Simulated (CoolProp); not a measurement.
Vapour-liquid equilibrium of propylene (1) + n-hexane (2) at 0.0693 MPa; x and y are mole fractions of (1).

Model: multi-fluid Helmholtz-energy mixture model, Lemmon 2013 and Thol 2019; pair parameters Bell 2016, in CoolProp.

```tsv
x	bubble temperature (°C)	y at the bubble point	dew temperature at overall composition x (°C)	liquid density (mol/L)
0.05	12.4	0.839	55.6	7.900
0.15	-16.9	0.970	52.4	8.603
0.25	-27.3	0.986	48.8	9.157
0.35	-33.5	0.992	45.0	9.715
0.45	-38.2	0.995	40.6	10.31
0.55	-42.2	0.997	35.5	10.96
0.65	-45.9	0.998	29.4	11.67
0.75	-49.1	0.999	21.7	12.44
0.85	-52.0	1.000	10.9	13.30
0.95	-54.5	1.000	-9.0	14.23
```

No azeotrope shows between x = 0.05 and 0.95.

Pair parameters are fitted to limited data, so mixtures are less certain than the pure fluids. The gap from Raoult's law changes sign with composition, which may be real or a fault of the pair parameters; it wasn't checked against measurements.
